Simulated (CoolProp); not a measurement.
Vapour-liquid equilibrium of fluoroethane (R161) (1) + R227EA (2) at 268.6 K; x and y are mole fractions of (1).

Values from CoolProp's multi-fluid Helmholtz-energy mixture model, Wu 2012 and Lemmon 2016; pair parameters Bell 2016.

```csv
x,"bubble pressure, mixture model (bar)","bubble pressure, Raoult's law (bar)","y, mixture model","y, Raoult's law"
0.05,1.655,1.748,0.059,0.107
0.125,1.698,1.906,(withheld),0.246
0.2,1.774,2.064,0.282,0.363
0.275,1.884,2.222,0.401,0.464
0.35,2.025,2.380,(withheld),0.551
0.425,2.190,2.538,0.613,0.628
0.5,2.375,2.696,0.699,0.695
0.575,2.573,2.854,0.770,0.755
0.65,2.778,3.011,(withheld),0.809
0.725,2.987,3.169,0.878,0.857
0.8,3.196,3.327,(withheld),0.901
0.875,3.404,3.485,0.953,0.941
0.95,3.611,3.643,0.982,0.977
```

Q: Complete the blanks.

A: 
- 0.125, y, mixture model: 0.164
- 0.35, y, mixture model: 0.513
- 0.65, y, mixture model: 0.829
- 0.8, y, mixture model: 0.919

The largest gap from Raoult's law is -15.2 % in bubble pressure, at x = 0.275. No azeotrope shows between x = 0.05 and 0.95.

The pair parameters rest on a limited set of measurements; away from them the model extrapolates.
